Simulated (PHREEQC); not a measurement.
Make-up at 20 °C: 1.1 mmol/kgw HF and 1.2 mmol/kgw NaF. Closed to the air; pH follows from the charge balance.

The numbers come from PHREEQC with the ion-association model, wateq4f.dat.

No solid was allowed to form.

### Question
Order these F species by the share of F that they hold, largest first: HF2-, HF, F-, H2F2.

### Answer
F- (68 %), HF (31 %), HF2- (0.36 %), H2F2 (0.14 %)

The pH is 3.45 and the ionic strength 0.00157 mol/kgw.
